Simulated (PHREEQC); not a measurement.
Make-up at 20 °C: 0.01 mol Ba(OH)2 per kg of water. Closed to the air; pH follows from the charge balance.

The numbers come from PHREEQC with the ion-association model, phreeqc.dat.

```json
[
 {"quantity": "pH", "before": "12.38", "after": "7.07"},
 {"quantity": "BaOH+ (mol/kgw)", "before": "0.000480", "after": "2.43e-9"}
]
```

Q: Name the change that produced these shifts.
A) Ba(OH)2 from 0.01 to 0.005 mol/kgw
B) diluted 10-fold with water
C) Ba(OH)2 replaced by BaBr2 at the same molality
D) Ba(OH)2 from 0.01 to 0.015 mol/kgw
E) Ba(OH)2 from 0.01 to 0.002 mol/kgw

A: C, Ba(OH)2 replaced by BaBr2 at the same molality

No solid was allowed to form.
